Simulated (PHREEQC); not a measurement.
A solution holds 1.4 mmol/kgw NH4HSO4, at 25 °C. Closed to the air; pH follows from the charge balance.

Equilibrium calculation in PHREEQC: ion-association model, wateq4f.dat.

Q: The ionic strength comes out as 0.00392 mol/kgw. What activity coefficients do NH4SO4-, NH4+, HSO4-, H+, SO4-2 get?

A: NH4SO4- 0.94, NH4+ 0.94, HSO4- 0.94, H+ 0.94, SO4-2 0.77.

No solid was allowed to form.
